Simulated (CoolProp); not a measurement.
Vapour-liquid equilibrium of n-butane (1) + cis-2-butene (2) at 0.609 MPa; x and y are mole fractions of (1).

Model: multi-fluid Helmholtz-energy mixture model, Bücker 2006 and Lemmon 2005; pair parameters Bell 2016, in CoolProp.

| x | bubble temperature (°C) | y at the bubble point | dew temperature at overall composition x (°C) | liquid density (mol/L) |
|---|---|---|---|---|
| 0.05 | 61.6 | 0.057 | 61.7 | 10.08 |
| 0.15 | 61.0 | 0.167 | 61.1 | 9.972 |
| 0.25 | 60.4 | 0.271 | 60.5 | 9.869 |
| 0.35 | 59.9 | 0.372 | 60.0 | 9.767 |
| 0.45 | 59.5 | 0.470 | 59.6 | 9.667 |
| 0.55 | 59.2 | 0.567 | 59.2 | 9.569 |
| 0.65 | 58.9 | 0.663 | 58.9 | 9.473 |
| 0.75 | 58.6 | 0.760 | 58.7 | 9.378 |
| 0.85 | 58.4 | 0.856 | 58.4 | 9.285 |
| 0.95 | 58.2 | 0.952 | 58.2 | 9.193 |

No azeotrope shows between x = 0.05 and 0.95.

The pair parameters rest on a limited set of measurements; away from them the model extrapolates.
